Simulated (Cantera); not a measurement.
Cantera run, input and output.

```python
import numpy as np
import cantera as ct

gas = ct.Solution("gri30.yaml")
gas.TPX = 1098, 1000000, {'CH3OH': 1, 'O2': 1.95, 'N2': 7.32, 'CO2': 0.66}
reactor = ct.IdealGasReactor(gas, energy="on", clone=False)
net = ct.ReactorNet([reactor])
net.rtol, net.atol = 1e-08, 1e-16
show = ['CH3OH', 'O2', 'CO2', 'C2H4', 'CH2O', 'CH2CO', 'HO2']
times = np.geomspace(8e-06, 0.9, 16)

steps = ct.SolutionArray(gas, extra=["t"])
rows = []
print(f"{'t/s':>10s}{'T/K':>9s}{'P/Pa':>11s}" + "".join(f"{s:>11s}" for s in show))
for t in times:
    while net.time < t:
        t_next = net.step()
        steps.append(gas.state, t=t_next)
    rows.append([np.interp(t, steps.t, y) for y in (steps.T, steps.P, *steps(*show).X.T)])
    print(f"{t:10.3e}{rows[-1][0]:9.1f}{rows[-1][1]:11.4g}" + "".join(f"{x:11.3e}" for x in rows[-1][2:]))
rate = np.gradient(steps.T, steps.t)
print("integrator steps:", len(steps.t))
if steps.T.max() > steps.T[0] + 200:
    print(f"time of steepest temperature rise: {steps.t[rate.argmax()]:.4e} s")
gas.TPX = 1098, 1000000, {'CH3OH': 1, 'O2': 1.95, 'N2': 7.32, 'CO2': 0.66}
gas.equilibrate("UV")
print(f"equilibrium (UV): T = {gas.T:.1f} K  " + "  ".join(f"{s} {gas[s].X[0]:.3e}" for s in show))
```

It prints:

```
       t/s      T/K       P/Pa      CH3OH         O2        CO2       C2H4       CH2O      CH2CO        HO2
 8.000e-06   1098.0      1e+06  9.149e-02  1.784e-01  6.038e-02  8.156e-17  8.470e-09  3.007e-19  6.695e-09
 1.737e-05   1098.0      1e+06  9.149e-02  1.784e-01  6.038e-02  3.643e-16  1.975e-08  1.397e-18  1.566e-08
 3.772e-05   1098.0      1e+06  9.149e-02  1.784e-01  6.038e-02  1.161e-15  4.512e-08  6.553e-18  3.584e-08
 8.191e-05   1098.0      1e+06  9.149e-02  1.784e-01  6.038e-02  2.951e-15  1.007e-07  3.087e-17  7.993e-08
 1.779e-04   1098.0      1e+06  9.149e-02  1.784e-01  6.038e-02  6.828e-15  2.223e-07  1.460e-16  1.757e-07
 3.862e-04   1098.0      1e+06  9.149e-02  1.784e-01  6.038e-02  1.519e-14  4.938e-07  6.951e-16  3.823e-07
 8.386e-04   1098.0      1e+06  9.149e-02  1.784e-01  6.038e-02  3.306e-14  1.156e-06  3.356e-15  8.224e-07
 1.821e-03   1098.0      1e+06  9.149e-02  1.784e-01  6.038e-02  7.069e-14  3.360e-06  1.687e-14  1.762e-06
 3.954e-03   1098.0      1e+06  9.147e-02  1.784e-01  6.038e-02  1.477e-13  1.703e-05  1.016e-13  4.192e-06
 8.586e-03   1099.8  1.002e+06  9.081e-02  1.780e-01  6.036e-02  3.755e-13  5.777e-04  2.844e-12  3.473e-05
 1.864e-02   2676.6  2.576e+06  4.646e-16  3.744e-02  1.318e-01  4.397e-24  2.771e-10  1.557e-17  1.748e-05
 4.048e-02   2676.6  2.576e+06  4.646e-16  3.744e-02  1.318e-01  4.397e-24  2.771e-10  1.557e-17  1.748e-05
 8.790e-02   2676.6  2.576e+06  4.646e-16  3.744e-02  1.318e-01  4.397e-24  2.771e-10  1.557e-17  1.748e-05
 1.909e-01   2676.6  2.576e+06  4.646e-16  3.744e-02  1.318e-01  4.397e-24  2.771e-10  1.557e-17  1.748e-05
 4.145e-01   2676.6  2.576e+06  4.646e-16  3.744e-02  1.318e-01  4.397e-24  2.771e-10  1.557e-17  1.748e-05
 9.000e-01   2676.6  2.576e+06  4.646e-16  3.744e-02  1.318e-01  4.397e-24  2.771e-10  1.557e-17  1.748e-05
integrator steps: 2337
time of steepest temperature rise: 1.0268e-02 s
equilibrium (UV): T = 2676.6 K  CH3OH 4.865e-16  O2 3.744e-02  CO2 1.318e-01  C2H4 5.054e-24  CH2O 2.771e-10  CH2CO 1.899e-17  HO2 1.748e-05
```

Cantera simulation using GRI-Mech 3.0 (53 species, 325 reactions); the numbers are that mechanism's predictions, not measurements. GRI-Mech 3.0 was tuned for natural gas; its chemistry of methanol as a main component is partial and can be far from experiment.
